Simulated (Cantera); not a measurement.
Charge: 1 mol acetone, 1 mol NH₃, 0.45 mol N₂, equilibrated at 2250 °C and 3.70 bar.

Method: chemical equilibrium by Gibbs-energy minimisation in Cantera with the NASA 1993 tables (ideal gas, pure condensed phases). Candidate condensed phases: C, C₆H₆, C₇H₈, C₈H₁₈, H₂O; 136 gas species. The feed counts by its element totals alone. Kinetics and transport are ignored.

Task: What is the equilibrium state?

Result: 
```json
{
 "x(H₂)": "0.667",
 "x(CO)": "0.154",
 "x(N₂)": "0.134",
 "x(HCN)": "0.0224",
 "x(H)": "0.0118",
 "x(C₂H₂ (acetylene))": "0.00794",
 "x(HNC)": "0.00269",
 "x(CH₄)": "0.000238",
 "x(CH₃)": "7.53e-5",
 "n(C(graphite))": "1.73 mol",
 "gas_amount": "6.486 mol"
}
```
